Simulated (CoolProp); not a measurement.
Vapour-liquid equilibrium of ethanol (1) + n-nonane (2) at 363 K; x and y are mole fractions of (1).

Values from CoolProp's multi-fluid Helmholtz-energy mixture model, Schroeder 2014 and Lemmon 2006; pair parameters Bell 2016.

Give the bubble pressure and the first vapour's composition at x = 0.05, 0.5, 0.65. Is there an azeotrope?

x = 0.05: 0.5404 bar, y = 0.739; x = 0.5: 1.424 bar, y = 0.913; x = 0.65: 1.436 bar, y = 0.915. No azeotrope shows between x = 0.05 and 0.95.

The pair parameters rest on a limited set of measurements; away from them the model extrapolates. With so large a gap from Raoult's law the liquid may split in two, which this calculation doesn't test in full.
